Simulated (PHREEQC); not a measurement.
# Arsenic or selenium liquor

A solution holds 1.2 mmol/kgw Na2HAsO4 and 1.1 mmol/kgw NaOH, at 83 °C. Closed to the air; pH follows from the charge balance.

The numbers come from PHREEQC with the ion-association model, wateq4f.dat.

No solid was allowed to form.

Problem. Estimate the pH, ionic strength.

Solution. pH 9.54; ionic strength 0.00479 mol/kgw.

Problem. In which forms is As present?

Solution. HAsO4-2 96 %, AsO4-3 3.8 % of the As.

At this temperature some constants are extrapolated from 25 °C, and those without enthalpy data are left unchanged.
